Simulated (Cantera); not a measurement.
Transport properties of process gases

Gas mixture: CO₂ : NH₃ = 0.28 : 0.84 (molar parts), at 3500 Pa, frozen composition.

Cantera's kinetic-theory transport with the Lennard-Jones parameters of GRI-Mech 3.0, ideal gas; thermal conductivity in the multicomponent form. Polar gases are described roughly by these parameters. The composition is frozen, though it would react at the higher temperatures.

```tsv
T (K)	ρ (kg/m³)	cp (J/kg/K)	μ (µPa s)	λ (mW/m/K)	Pr	D (cm²/s) C₂H₂	D (cm²/s) CH₃	D (cm²/s) NH₃
400	0.0250	1653	16.1	38.7	0.689	7.71	10.5	8.12
600	0.0167	1928	23.7	66.6	0.685	16.5	22.1	17.7
800	0.0125	2158	30.6	96.6	0.682	27.8	36.8	30.2
1000	0.0100	2354	36.9	128	0.680	41.2	54.2	45.2
1200	0.00834	2515	42.7	158	0.678	56.5	74.2	62.4
1400	0.00715	2650	48.1	188	0.676	73.7	96.4	81.6
1600	0.00626	2763	53.1	217	0.675	92.4	121	103
```
D: mixture-averaged diffusion coefficient of that species in the mixture.
